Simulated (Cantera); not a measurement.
A freely propagating, adiabatic, planar premixed flame of H2 : O2 : N2 = 1 : 0.227 : 0.864 (molar parts), equivalence ratio 2.2, unburnt at 600 K and 84000 Pa; mixture-averaged transport, grid criteria slope 0.08 and curve 0.16, no radiation.

Detailed kinetics in Cantera: the H2/O2 subset of GRI-Mech 3.0, which has no nitrogen chemistry. Burning velocities carry a grid error of a few per cent, more on coarse grids.

Question: What does this change do: inlet temperature 600 to 500 K?

Answer: 
```
quantity                    before     after
------------------------  --------  --------
laminar burning velocity  862 cm/s  634 cm/s
thermal thickness         0.574 mm  0.536 mm
peak x(OH)                 0.00396   0.00325
peak x(O)                  0.00365   0.00315
peak x(H2O2)               6.35e-6   1.78e-5
```

Question: What does this change do: H2 1 to 0.78 parts?

Answer: 
| quantity | before | after |
|---|---|---|
| laminar burning velocity | 862 cm/s | 888 cm/s |
| thermal thickness | 0.574 mm | 0.566 mm |
| peak x(OH) | 0.00396 | 0.00851 |
| peak x(O) | 0.00365 | 0.00612 |
| peak x(H2O2) | 6.35e-6 | 7.85e-6 |
